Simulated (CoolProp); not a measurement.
Vapour-liquid equilibrium of toluene (1) + n-decane (2) at 0.913 MPa; x and y are mole fractions of (1).

Computed with CoolProp (multi-fluid Helmholtz-energy mixture model, Lemmon 2006 and Lemmon 2006; pair parameters Bell 2016).

```json
[
 {"x": "0.05", "bubble temperature, mixture model (K)": "554.4", "bubble temperature, Raoult's law (K)": "552.9", "y, mixture model": "0.096", "y, Raoult's law": "0.138"},
 {"x": "0.15", "bubble temperature, mixture model (K)": "544.6", "bubble temperature, Raoult's law (K)": "541.7", "y, mixture model": "0.276", "y, Raoult's law": "0.357"},
 {"x": "0.25", "bubble temperature, mixture model (K)": "534.9", "bubble temperature, Raoult's law (K)": "531.8", "y, mixture model": "0.435", "y, Raoult's law": "0.518"},
 {"x": "0.35", "bubble temperature, mixture model (K)": "525.8", "bubble temperature, Raoult's law (K)": "523.2", "y, mixture model": "0.567", "y, Raoult's law": "0.641"},
 {"x": "0.45", "bubble temperature, mixture model (K)": "517.5", "bubble temperature, Raoult's law (K)": "515.5", "y, mixture model": "0.674", "y, Raoult's law": "0.736"},
 {"x": "0.55", "bubble temperature, mixture model (K)": "510.0", "bubble temperature, Raoult's law (K)": "508.5", "y, mixture model": "0.760", "y, Raoult's law": "0.810"},
 {"x": "0.65", "bubble temperature, mixture model (K)": "503.3", "bubble temperature, Raoult's law (K)": "502.3", "y, mixture model": "0.830", "y, Raoult's law": "0.869"},
 {"x": "0.75", "bubble temperature, mixture model (K)": "497.3", "bubble temperature, Raoult's law (K)": "496.6", "y, mixture model": "0.888", "y, Raoult's law": "0.916"},
 {"x": "0.85", "bubble temperature, mixture model (K)": "491.9", "bubble temperature, Raoult's law (K)": "491.5", "y, mixture model": "0.937", "y, Raoult's law": "0.955"},
 {"x": "0.95", "bubble temperature, mixture model (K)": "486.9", "bubble temperature, Raoult's law (K)": "486.7", "y, mixture model": "0.980", "y, Raoult's law": "0.986"}
]
```

The largest gap from Raoult's law is +3.1 K in bubble temperature, at x = 0.25. No azeotrope shows between x = 0.05 and 0.95.

The pair parameters rest on a limited set of measurements; away from them the model extrapolates.
